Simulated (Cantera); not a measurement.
**FeS₂ + SO₂ + N₂ (roasting and sulfation)**

A closed system holds: 1 mol FeS₂, 2.6 mol SO₂, 2.3 mol N₂, equilibrated at 775 K and 10.0 Torr.

Method: chemical equilibrium by Gibbs-energy minimisation in Cantera with the NASA 1993 tables (ideal gas, pure condensed phases). Candidate condensed phases: Fe, FeO, FeS, FeSO₄, FeS₂, Fe₂O₃, Fe₂(SO₄)₃, Fe₃O₄, S; 19 gas species. Gases not in the tables: S₃ to S₇. Kinetics and transport are ignored.

| Property | Result |
|---|---|
| x(SO₂) | 0.526 |
| x(N₂) | 0.468 |
| x(S₂) | 0.00505 |
| x(S₂O) | 0.000312 |
| n(FeS₂(s)) | 0.981 mol |
| n(Fe₃O₄(s)) | 0.00649 mol |
| gas amount | 4.913 mol |
| log10 activity of S(l) (absent) | -1.65 |
| log10 activity of FeSO₄(s) (absent) | -4.26 |
| log10 activity of Fe(α) (absent) | -5.57 |
